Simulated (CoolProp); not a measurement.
Vapour-liquid equilibrium of propane (1) + isobutene (2) at 318.1 K; x and y are mole fractions of (1).

Computed with CoolProp (multi-fluid Helmholtz-energy mixture model, Lemmon 2009 and Lemmon 2005; pair parameters Bell 2016).

```
x     bubble pressure, mixture model (kPa)  bubble pressure, Raoult's law (kPa)  y, mixture model  y, Raoult's law
----  ------------------------------------  -----------------------------------  ----------------  ---------------
0.05                                 597.4                                585.5             0.133            0.131
0.2                                  758.4                                735.0             0.392            0.417
0.35                                 899.6                                884.6             0.558            0.606
0.5                                   1035                                 1034             0.686            0.741
0.65                                  1174                                 1184             0.794            0.842
0.8                                   1321                                 1333             0.890            0.920
0.95                                  1478                                 1483             0.974            0.982
```

The largest gap from Raoult's law is +3.2 % in bubble pressure, at x = 0.2. No azeotrope shows between x = 0.05 and 0.95.

Pair parameters are fitted to limited data, so mixtures are less certain than the pure fluids. The gap from Raoult's law changes sign with composition, which may be real or a fault of the pair parameters; it wasn't checked against measurements.
